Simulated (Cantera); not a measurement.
# Diamond growth

A diamond (100) surface in a fixed gas of H2 with x(CH4) = 0.002, x(H) = 0.0004, x(CH3) = 0.0011, at 948 K; coverages are run to steady state.

Cantera simulation using the Harris–Goodwin 1993 mechanism for the reconstructed diamond (100) surface; the numbers are that mechanism's predictions, not measurements.

| P (Pa) | growth (µm/h) | θ c6HH | θ c6H* | θ c6*H | θ c6** | θ c6HM |
|---|---|---|---|---|---|---|
| 390 | 0.323 | 0.365 | 0.00759 | 0.181 | 0.00199 | 0.340 |
| 760 | 0.748 | 0.310 | 0.00637 | 0.152 | 0.00167 | 0.407 |
| 1500 | 1.64 | 0.271 | 0.00553 | 0.132 | 0.00145 | 0.453 |
| 3000 | 3.48 | 0.248 | 0.00502 | 0.120 | 0.00132 | 0.481 |
| 5800 | 6.92 | 0.235 | 0.00475 | 0.113 | 0.00125 | 0.496 |
| 11000 | 13.3 | 0.229 | 0.00460 | 0.110 | 0.00121 | 0.504 |
| 23000 | 28.1 | 0.225 | 0.00452 | 0.108 | 0.00118 | 0.509 |
| 44000 | 54.0 | 0.223 | 0.00449 | 0.107 | 0.00118 | 0.511 |
θ: site fractions in the mechanism's names (c6HH fully hydrogenated, c6H* and c6*H radical sites, c6** diradical, c6HM methylated).
